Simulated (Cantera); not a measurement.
Input: 1 mol SiH4, 13 mol N2, 0.5 mol NH3, equilibrated at 6.50 mbar.

These are equilibrium values from Cantera (NASA tables, ideal gas, pure condensed phases), not measurements of a reactor. Candidate condensed phases: Si, Si3N4; 18 gas species. Gases not in the tables: Si2H6 and higher silanes. The numbers say what is thermodynamically allowed, not how fast it happens.

Which condensed phases are stable at each of these points (T (°C)): 427, 627, 827, 1027, 1227, 1427, 1627, 1827?


```tsv
T (°C)	condensed phases	Si condensed (%)
427	Si3N4(s)	100.0
627	Si3N4(s)	100.0
827	Si3N4(s)	100.0
1027	Si3N4(s)	100.0
1227	Si3N4(s)	100.0
1427	Si3N4(s)	99.9
1627	Si(l)	96.4
1827	Si(l)	62.7
```

From 427 °C to 1427 °C the condensed part is Si3N4(s). From 1627 °C to 1827 °C the condensed part is Si(l).
